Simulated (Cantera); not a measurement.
## Reactions in the system Cl-Li-O

Source: NASA polynomial tables (part measured, part estimated), evaluated in Cantera. Values are per mole of reaction as written; species without (g) are pure solids or liquids, kept so even where they would boil at 1 bar.

O3(g) + 6 LiCl(g) ⇌ 6 Cl(g) + 3 Li2O

| T (K) | ΔH° (kJ) | ΔS° (J/K) | ΔG° (kJ) | log10 K |
|---|---|---|---|---|
| 300 | -35.7 | -411.3 | 87.7 | -15.26 |
| 950 | 22.2 | -313.8 | 320.4 | -17.61 |
| 1000 | 27.7 | -308.2 | 335.9 | -17.55 |
| 1050 | 34.4 | -302.9 | 352.4 | -17.53 |
| 1100 | 40.3 | -297.4 | 367.4 | -17.45 |
| 1150 | 46.3 | -292.1 | 382.2 | -17.36 |
| 1200 | 52.4 | -286.9 | 396.7 | -17.27 |
| 1250 | 58.6 | -281.8 | 410.9 | -17.17 |
| 1300 | 65.0 | -276.8 | 424.8 | -17.07 |
| 1350 | 71.4 | -271.9 | 438.6 | -16.97 |
| 1400 | 77.9 | -267.2 | 452.0 | -16.87 |

3 Cl2(g) + 3 Li2O ⇌ 6 LiCl + O3(g)

```csv
T (K),ΔH° (kJ),ΔS° (J/K),ΔG° (kJ),log10 K,condensed phases
300,-511.5,-187.8,-455.2,79.25,"Li2O(s), LiCl(s)"
950,-354.8,12.3,-366.4,20.15,"Li2O(s), LiCl(l)"
1000,-351.2,16.0,-367.2,19.18,"Li2O(s), LiCl(l)"
1050,-348.9,19.4,-369.3,18.37,"Li2O(s), LiCl(l)"
1100,-346.0,22.1,-370.3,17.59,"Li2O(s), LiCl(l)"
1150,-343.5,24.4,-371.5,16.87,"Li2O(s), LiCl(l)"
1200,-341.2,26.3,-372.8,16.23,"Li2O(s), LiCl(l)"
1250,-339.3,27.9,-374.1,15.63,"Li2O(s), LiCl(l)"
1300,-337.6,29.2,-375.5,15.09,"Li2O(s), LiCl(l)"
1350,-336.2,30.2,-377.0,14.59,"Li2O(s), LiCl(l)"
1400,-335.1,31.1,-378.6,14.12,"Li2O(s), LiCl(l)"
```

O3(g) + 6 LiCl(g) ⇌ 3 Li2O + 3 Cl2(g)

```csv
T (K),ΔH° (kJ),ΔS° (J/K),ΔG° (kJ),log10 K
300,-763.6,-733.4,-543.6,94.64
950,-722.7,-666.9,-89.1,4.90
1000,-718.2,-662.4,-55.9,2.92
1050,-712.6,-658.1,-21.6,1.07
1100,-707.8,-653.6,11.2,-0.53
1150,-702.8,-649.2,43.8,-1.99
1200,-697.7,-644.8,76.1,-3.31
1250,-692.4,-640.5,108.2,-4.52
1300,-687.0,-636.3,140.2,-5.63
1350,-681.5,-632.1,171.9,-6.65
1400,-675.9,-628.0,203.4,-7.59
```
